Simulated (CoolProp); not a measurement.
Vapour-liquid equilibrium of toluene (1) + ethylbenzene (2) at 6.58 bar; x and y are mole fractions of (1).

The numbers come from the multi-fluid Helmholtz-energy mixture model, Lemmon 2006 and Zhou 2012; pair parameters Bell 2016 in CoolProp.

```json
[
 {"x": "0.05", "bubble temperature (°C)": "221.2", "y at the bubble point": "[?]", "dew temperature at overall composition x (°C)": "221.8", "liquid density (mol/L)": "6.312"},
 {"x": "0.125", "bubble temperature (°C)": "218.5", "y at the bubble point": "0.179", "dew temperature at overall composition x (°C)": "219.9", "liquid density (mol/L)": "6.397"},
 {"x": "0.2", "bubble temperature (°C)": "216.0", "y at the bubble point": "0.276", "dew temperature at overall composition x (°C)": "218.0", "liquid density (mol/L)": "6.482"},
 {"x": "0.275", "bubble temperature (°C)": "213.6", "y at the bubble point": "0.366", "dew temperature at overall composition x (°C)": "216.0", "liquid density (mol/L)": "6.568"},
 {"x": "0.35", "bubble temperature (°C)": "[?]", "y at the bubble point": "0.451", "dew temperature at overall composition x (°C)": "214.0", "liquid density (mol/L)": "6.655"},
 {"x": "0.425", "bubble temperature (°C)": "209.0", "y at the bubble point": "0.530", "dew temperature at overall composition x (°C)": "212.0", "liquid density (mol/L)": "6.743"},
 {"x": "0.5", "bubble temperature (°C)": "206.8", "y at the bubble point": "[?]", "dew temperature at overall composition x (°C)": "209.9", "liquid density (mol/L)": "6.831"},
 {"x": "0.575", "bubble temperature (°C)": "204.7", "y at the bubble point": "0.677", "dew temperature at overall composition x (°C)": "207.7", "liquid density (mol/L)": "6.921"},
 {"x": "0.65", "bubble temperature (°C)": "202.5", "y at the bubble point": "0.744", "dew temperature at overall composition x (°C)": "205.5", "liquid density (mol/L)": "7.012"},
 {"x": "0.725", "bubble temperature (°C)": "200.4", "y at the bubble point": "0.807", "dew temperature at overall composition x (°C)": "203.1", "liquid density (mol/L)": "7.103"},
 {"x": "0.8", "bubble temperature (°C)": "198.3", "y at the bubble point": "0.865", "dew temperature at overall composition x (°C)": "200.6", "liquid density (mol/L)": "7.196"},
 {"x": "0.875", "bubble temperature (°C)": "196.2", "y at the bubble point": "0.920", "dew temperature at overall composition x (°C)": "197.9", "liquid density (mol/L)": "7.288"},
 {"x": "0.95", "bubble temperature (°C)": "194.1", "y at the bubble point": "0.969", "dew temperature at overall composition x (°C)": "194.9", "liquid density (mol/L)": "[?]"}
]
```

**Question.** What belongs in the gaps?

**Answer.** 
- 0.05, y at the bubble point: 0.075
- 0.35, bubble temperature (°C): 211.3
- 0.5, y at the bubble point: 0.606
- 0.95, liquid density (mol/L): 7.381

No azeotrope shows between x = 0.05 and 0.95.

Pair parameters are fitted to limited data, so mixtures are less certain than the pure fluids.
